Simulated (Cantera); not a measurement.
Input: 1 mol SiCl4, 7.2 mol NH3, at 1.33 mbar.

These are equilibrium values from Cantera (NASA tables, ideal gas, pure condensed phases), not measurements of a reactor. Candidate condensed phases: NH4Cl, Si, Si3N4; 28 gas species. Gases not in the tables: Si2H6 and higher silanes. Rates play no part.

What share of the Si ends up in condensed phases as a function of T (K), at 1100, 1200, 1300, 1400, 1500, 1600, 1700, 1800?


| T (K) | Si condensed (%) | as |
|---|---|---|
| 1100 | 98.4 | Si3N4(s) |
| 1200 | 97.6 | Si3N4(s) |
| 1300 | 91.5 | Si3N4(s) |
| 1400 | 69.5 | Si3N4(s) |
| 1500 | 29.8 | Si3N4(s) |
| 1600 | 0.0 | - |
| 1700 | 0.0 | - |
| 1800 | 0.0 | - |
